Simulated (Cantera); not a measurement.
A closed system holds: 1 mol borazine, 2.4 mol H₂O, 0.67 mol H₂, equilibrated at 60.0 Pa.

Method: chemical equilibrium by Gibbs-energy minimisation in Cantera with the NASA 1993 tables (ideal gas, pure condensed phases). Candidate condensed phases: B, BN, B₂O₃, B₃O₃H₃, H₂O; 39 gas species. The feed counts by its element totals alone. Mutual solubility and eutectic melting of coexisting phases are not modelled. The tables' values for BH₂ are old estimates; treat these amounts as uncertain. Kinetics and transport are ignored. All values below are at 1702 °C.

Base state: H₂ 0.598, N₂ 0.134, BO 0.0958, HBO 0.0892, H 0.0432, B₂O₂ 0.0377, B₂O 0.00132, BH₂ 0.000242 (mole fractions); condensed: B(s) + BN(s).

Q: What changes in the equilibrium state with this change: H₂ from 0.67 to 140 mol?

A: 
```json
[
 {"species": "H₂", "before": "0.598", "after": "0.921"},
 {"species": "H", "before": "0.0432", "after": "0.0536"},
 {"species": "N₂", "before": "0.134", "after": "0.00982"},
 {"species": "BO", "before": "0.0958", "after": "0.00705"},
 {"species": "B₂O₂", "before": "0.0377", "after": "0.000204"},
 {"species": "HBO", "before": "0.0892", "after": "0.00815"},
 {"species": "B₂O₃", "before": "0.000241", "after": "9.62e-8"},
 {"species": "HBO₂", "before": "8.19e-5", "after": "5.51e-7"},
 {"species": "B(s), mol", "before": "0.0447", "after": "0.505"},
 {"species": "BN(s), mol", "before": "0.543", "after": "0"}
]
```

Q: What changes in the equilibrium state with this change: pressure from 60.0 Pa to 11.0 Pa?

A: 
```csv
species,before,after
H₂,0.598,0.531
N₂,0.134,0.150
BO,0.0958,0.149
H,0.0432,0.0951
B₂O₂,0.0377,0.0166
HBO,0.0892,0.0558
B₂O₃,0.000241,3.02e-5
HBO₂,8.19e-5,1.46e-5
B,0.000146,0.000795
"B(s), mol",0.0447,0.570
"BN(s), mol",0.543,0
```

Q: What changes in the equilibrium state with this change: H₂ from 0.67 to 5.3 mol?

A: 
```csv
species,before,after
H₂,0.598,0.696
N₂,0.134,0.106
HBO,0.0892,0.0662
BO,0.0958,0.0659
B₂O₂,0.0377,0.0178
H,0.0432,0.0466
B₂O₃,0.000241,7.84e-5
HBO₂,8.19e-5,4.18e-5
B₂O,0.00132,0.000909
BH₂,0.000242,0.000282
"B(s), mol",0.0447,0.583
"BN(s), mol",0.543,0
```
